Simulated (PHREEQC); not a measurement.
1 kg of water holding 5.1 mmol/kgw MgCl2 and 19 mmol/kgw MgSO4 is evaporated at 60 °C; the solids stay in contact with the brine. No CO2 enters from the air. The run lets Bischofite, Brucite, Epsomite, Hexahydrite, Kieserite, MgCl2_4H2O precipitate or redissolve, and no other solid.

The series has 28 steps of water left (kg), from 1 to 0.004791.

All values are PHREEQC results (Pitzer model, pitzer.dat), not measurements.

Task: Which solids form, in which order, and at which step of the series does each first stand?

Result: Hexahydrite from water left = 0.004791 kg.

At this temperature some constants are extrapolated from 25 °C, and those without enthalpy data are left unchanged.
